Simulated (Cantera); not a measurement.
A perfectly stirred reactor is fed with 92.7 % NH3, 7.28 % N2, at 218 Torr; it is held at 1950 K, and followed from long to short residence time.

Computed with Cantera and the gas-phase N/H chemistry of the illustrative SiF4/NH3 mechanism in the Surface Chemkin manual (1991). Walls and surfaces, which speed up NH3 decomposition in real reactors, are not modelled.

One state of this run: x NH3 = 0.0809; x N = 5.28e-7; x N2 = 0.260; x N2H2 = 2.63e-7; x NH2 = 0.000187. x: mole fraction; the columns are a selection and need not sum to one.

Q: Which value of τ (s) does it belong to?
(A) 0.0081
(B) 1.6
(C) 0.27
(D) 0.0014

A: B, 1.6
